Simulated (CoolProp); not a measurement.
Vapour-liquid equilibrium of R114 (1) + R113 (2) at 312.4 K; x and y are mole fractions of (1).

Computed with CoolProp (multi-fluid Helmholtz-energy mixture model, Platzer 1990 and Marx 1992; pair parameters Bell 2016). This equation is an older, rougher fit; its heat capacities, sound speeds and derivatives of the liquid may be far off and weren't checked against measurements.

Give the bubble pressure and the first vapour's composition at x = 0.05, 0.8, 0.95. Is there an azeotrope?

x = 0.05: 0.08848 MPa, y = 0.177; x = 0.8: 0.2788 MPa, y = 0.938; x = 0.95: 0.3178 MPa, y = 0.986. No azeotrope shows between x = 0.05 and 0.95.

The pair parameters rest on a limited set of measurements; away from them the model extrapolates.
